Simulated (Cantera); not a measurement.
**Premixed flame**

A freely propagating, adiabatic, planar premixed flame of H2 : O2 : N2 = 1 : 0.208 : 0.75 (molar parts), equivalence ratio 2.4, unburnt at 625 K and 500000 Pa; mixture-averaged transport, grid criteria slope 0.08 and curve 0.16, no radiation.

Detailed kinetics in Cantera: the H2/O2 subset of GRI-Mech 3.0, which has no nitrogen chemistry. The hydrogen kinetics of GRI-Mech 3.0 are dated; newer H2 mechanisms differ, most at raised pressure. Burning velocities carry a grid error of a few per cent, more on coarse grids.

| z (mm) | T (K) | u (m/s) | x H2 | x O2 | x O | x H2O2 | x H2O | x HO2 |
|---|---|---|---|---|---|---|---|---|
| -0.180 | 625 | 9.62 | 0.511 | 0.106 | <1e-8 | <1e-8 | <1e-8 | <1e-8 |
| -0.120 | 625 | 9.62 | 0.511 | 0.106 | <1e-8 | <1e-8 | <1e-8 | <1e-8 |
| -0.0900 | 625 | 9.63 | 0.511 | 0.106 | <1e-8 | <1e-8 | 7.50e-8 | 3.99e-8 |
| -0.0600 | 626 | 9.63 | 0.510 | 0.106 | 2.20e-8 | 2.43e-8 | 4.62e-6 | 3.47e-6 |
| -0.0300 | 686 | 10.4 | 0.501 | 0.106 | 1.92e-5 | 1.42e-5 | 0.00261 | 0.000639 |
| -0.0150 | 965 | 14.2 | 0.465 | 0.0977 | 0.000308 | 3.42e-5 | 0.0293 | 0.000531 |
| 0 | 1351 | 19.4 | 0.397 | 0.0668 | 0.00153 | 9.69e-6 | 0.0971 | 0.000252 |
| 0.0150 | 1619 | 23.1 | 0.334 | 0.0284 | 0.00177 | 2.26e-6 | 0.172 | 0.000100 |
| 0.0300 | 1754 | 24.9 | 0.307 | 0.00920 | 0.00103 | 1.12e-6 | 0.209 | 3.16e-5 |
| 0.0600 | 1871 | 26.4 | 0.301 | 0.00107 | 0.000446 | 4.92e-7 | 0.226 | 3.55e-6 |
| 0.120 | 1970 | 27.7 | 0.308 | 0.000120 | 0.000256 | 2.49e-7 | 0.230 | 4.88e-7 |
| 0.240 | 2058 | 28.7 | 0.316 | 4.41e-5 | 0.000132 | 1.26e-7 | 0.233 | 2.18e-7 |
| 0.480 | 2125 | 29.5 | 0.322 | 1.87e-5 | 5.60e-5 | 5.86e-8 | 0.235 | 9.88e-8 |
x: mole fraction of selected species; z is measured from the peak of heat release.

```json
{
 "laminar_burning_velocity": "962 cm/s",
 "thermal_thickness": "0.0600 mm",
 "peak x(O)": "0.00191",
 "peak x(H2O2)": "3.52e-5",
 "peak x(HO2)": "0.000773",
 "grid_points": "113"
}
```
